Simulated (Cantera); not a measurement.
Feed: 1 mol CsCl, 4.5 mol O₂, 16 mol N₂, held at 1923.15 K and 0.0520 bar.

These are equilibrium values from Cantera (NASA tables, ideal gas, pure condensed phases), not measurements of a reactor. Candidate condensed phases: Cs, CsCl; 18 gas species. Equilibrium is a limit: real reactors are often held back by kinetics, nucleation or transport.

Base state: N₂ 0.741, O₂ 0.206, CsCl 0.0462, NO 0.00590, O 0.000721, Cl 0.000244, Cs 0.000240 (mole fractions); condensed: gas only.

**Question.** What changes in the equilibrium state with this change: O₂ from 4.5 to 1.3 mol?

**Answer.** 
```csv
species,before,after
N₂,0.741,0.872
O₂,0.206,0.0689
CsCl,0.0462,0.0543
O,0.000721,0.000417
NO,0.00590,0.00371
Cs,0.000240,0.000262
Cl,0.000244,0.000264
```
